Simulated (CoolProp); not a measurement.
Properties of C3F8 (R218) along the isotherm 264.2 K (Tc = 345.0 K, pc = 26.40 bar, ω = 0.317).

Values from CoolProp's reference Helmholtz-energy equation of state, Lemmon 2006. It is a short technical equation, of lower accuracy than the large ones.

| p (bar) | phase | Z | cp (kJ/(kg K)) | Joule-Thomson coefficient (K/MPa) |
|---|---|---|---|---|
| 0.632 | gas | 0.9794 | ___ | 19.62 |
| 1.2 | gas | 0.9599 | 0.7543 | 20.49 |
| 2.27 | gas | 0.9202 | ___ | 22.38 |
| 4.31 | liquid | 0.02465 | ___ | -0.1284 |
| 8.17 | liquid | 0.04663 | 1.042 | -0.1361 |
| 15.5 | liquid | 0.08814 | 1.037 | -0.1497 |
| 29.4 | liquid | 0.1661 | 1.029 | -0.1726 |
| 55.7 | liquid | 0.3112 | ___ | -0.2076 |
| 105 | liquid | 0.5764 | 1.001 | -0.2549 |
| 200 | liquid | 1.069 | 0.9824 | -0.3107 |

### Question
What belongs in the gaps?

### Answer

- 0.632, cp (kJ/(kg K)): 0.7425
- 2.27, cp (kJ/(kg K)): 0.7827
- 4.31, cp (kJ/(kg K)): 1.044
- 55.7, cp (kJ/(kg K)): 1.018
